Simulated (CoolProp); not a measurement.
Model: reference Helmholtz-energy equation of state, Akasaka 2023, in CoolProp.

For R1336mzz(E), give the phase and the cp (kJ/(kg K)) at 410 K and 0.0898 MPa; 410 K and 0.17 MPa.


- 410 K and 0.0898 MPa: gas; cp 0.913
- 410 K and 0.17 MPa: gas; cp 0.917
